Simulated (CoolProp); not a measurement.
Model: reference Helmholtz-energy equation of state, Marx 1992, in CoolProp.

### Question
Give the vapour pressure (kPa), liquid density (kg/m³), enthalpy of vaporisation (kJ/kg), liquid cp (kJ/(kg K)) of saturated R113 at 274, 304.4, 311.1 K.

### Answer
| T (K) | p (kPa) | liquid density (kg/m³) | enthalpy of vaporisation (kJ/kg) | liquid cp (kJ/(kg K)) |
|---|---|---|---|---|
| 274 | 15.7 | 1620 | 159 | 0.896 |
| 304.4 | 57.0 | 1550 | 149 | 0.924 |
| 311.1 | 72.8 | 1530 | 147 | 0.930 |
